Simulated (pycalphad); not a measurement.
All values are pycalphad results on the COST 507 light-alloy database (1999) (1 atm), not direct measurements. No gas phase is included, though pure Mg would boil below 1650 K. These are 1990s assessments: newer ones move some temperatures and phases. Diffusion is slow at the low end, where real alloys seldom reach equilibrium.

Molar enthalpy of Al-0.37Mg-2.32Si (at.%) in equilibrium (SER reference):

```tsv
T (K)	H (kJ/mol)	phases
1650	52.05	liquid
1570	49.51	liquid
1490	46.98	liquid
1410	44.45	liquid
1330	41.92	liquid
1250	39.38	liquid
1170	36.85	liquid
1090	34.32	liquid
1010	31.79	liquid
970	30.52	liquid
930	29.26	liquid
850	17.28	fcc + liquid
810	14.62	fcc + diamond (Si)
770	13.24	fcc + diamond (Si)
690	10.59	fcc + diamond (Si) + MG2SI
610	8.16	fcc + diamond (Si) + MG2SI
530	5.89	fcc + diamond (Si) + MG2SI
450	3.73	fcc + diamond (Si) + MG2SI
370	1.66	fcc + diamond (Si) + MG2SI
```

Cooling from 930 K to 810 K, across the freezing range, releases 14.6 kJ/mol, or 542 J/g. The slope is 32 J/(mol K) in the liquid and 34 J/(mol K) just below the solidus, where it includes any heat of precipitation. Liquidus 918 K, solidus 840 K. Changes were sought between steps of 40 K, so a narrower field can be missed.

Database names, with the compositions (at.%) that they take in these runs: MG2SI: Mg 67 Si 33.
